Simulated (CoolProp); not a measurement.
A simple Rankine cycle with isobutane: condensing at 331.15 K, boiler at 2.8 MPa, turbine inlet 397.4 K, turbine efficiency 0.6, pump efficiency 0.6, no recuperator. Each further row changes one setting.

Model: reference Helmholtz-energy equation of state, Bücker 2006, in CoolProp.

```json
[
 {"case": "as stated", "thermal efficiency (%)": "6.1", "net work (kJ/kg)": "21.8", "heat in (kJ/kg)": "357", "turbine exit temperature (K)": "353.7", "volume ratio over the turbine": "4.41"},
 {"case": "turbine inlet 417.4 K", "thermal efficiency (%)": "6.3", "net work (kJ/kg)": "26.4", "heat in (kJ/kg)": "420", "turbine exit temperature (K)": "380.8", "volume ratio over the turbine": "3.97"},
 {"case": "condensing temperature 323.15 K", "thermal efficiency (%)": "7.0", "net work (kJ/kg)": "26.3", "heat in (kJ/kg)": "378", "turbine exit temperature (K)": "349.2", "volume ratio over the turbine": "5.40"},
 {"case": "boiler pressure 1.96 MPa", "thermal efficiency (%)": "?", "net work (kJ/kg)": "19.5", "heat in (kJ/kg)": "?", "turbine exit temperature (K)": "373.2", "volume ratio over the turbine": "?"},
 {"case": "turbine efficiency 0.5", "thermal efficiency (%)": "?", "net work (kJ/kg)": "17.1", "heat in (kJ/kg)": "357", "turbine exit temperature (K)": "356.0", "volume ratio over the turbine": "4.45"}
]
```

Problem. Some entries are withheld; supply them.

Solution. 
- boiler pressure 1.96 MPa, thermal efficiency (%): 4.9
- boiler pressure 1.96 MPa, heat in (kJ/kg): 396
- boiler pressure 1.96 MPa, volume ratio over the turbine: 2.60
- turbine efficiency 0.5, thermal efficiency (%): 4.8
